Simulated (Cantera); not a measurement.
A closed system holds: 1 mol C2F6, 0.032 mol F2, 9.5 mol H2, at 2523 K and 1330 Pa.

Cantera equilibrium calculation (NASA polynomials, part measured and part estimated; ideal gas, pure solids and liquids). Candidate condensed phases: C, C6H6, C7H8, C8H18; 95 gas species. The feed counts by its element totals alone. The numbers say what is thermodynamically allowed, not how fast it happens.

Base state: HF 0.447, H2 0.396, H 0.152, C2H2 (acetylene) 0.00472, F 0.000379, C2H 0.000136, C3 5.31e-5, C4H2 2.32e-5 (mole fractions); condensed: C(graphite).

Q: What changes in the equilibrium state with this change: temperature from 2523 K to 998.15 K?

A: 
```json
[
 {"species": "H2", "before": "0.396", "after": "0.516"},
 {"species": "HF", "before": "0.447", "after": "0.484"},
 {"species": "CH4", "before": "3.03e-7", "after": "0.000345"},
 {"species": "H", "before": "0.152", "after": "1.34e-8"},
 {"species": "C2H2 (acetylene)", "before": "0.00472", "after": "<1e-9"},
 {"species": "F", "before": "0.000379", "after": "<1e-9"},
 {"species": "C2H", "before": "0.000136", "after": "<1e-9"},
 {"species": "C(graphite), mol", "before": "1.86", "after": "2.00"}
]
```
